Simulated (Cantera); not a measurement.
An adiabatic, constant-pressure homogeneous reactor starts with 18.0 % CO, 15.5 % H2, 14.0 % O2, 52.5 % N2, equivalence ratio 1.2, at 1700 K and 195 Torr.

Cantera simulation using GRI-Mech 3.0 (53 species, 325 reactions); the numbers are that mechanism's predictions, not measurements.

Predict: time of steepest temperature rise; temperature at 4.00 s; equilibrium temperature; x(CO) at 4.00 s; x(H2) at 4.00 s; x(O2) at 4.00 s; x(NO) at 4.00 s; x(HO2) at 4.00 s; x(H2O) at 4.00 s; x(CO2) at 4.00 s.


- time of steepest temperature rise = 34.4 µs
- temperature at 4.00 s = 2747 K
- equilibrium temperature = 2747 K
- x(CO) at 4.00 s = 0.116 (gas-phase equilibrium 0.116)
- x(H2) at 4.00 s = 0.0253 (gas-phase equilibrium 0.0253)
- x(O2) at 4.00 s = 0.0267 (gas-phase equilibrium 0.0267)
- x(NO) at 4.00 s = 0.0103 (gas-phase equilibrium 0.0103)
- x(HO2) at 4.00 s = 4.24e-6 (gas-phase equilibrium 4.24e-6)
- x(H2O) at 4.00 s = 0.118 (gas-phase equilibrium 0.118)
- x(CO2) at 4.00 s = 0.0793 (gas-phase equilibrium 0.0793)
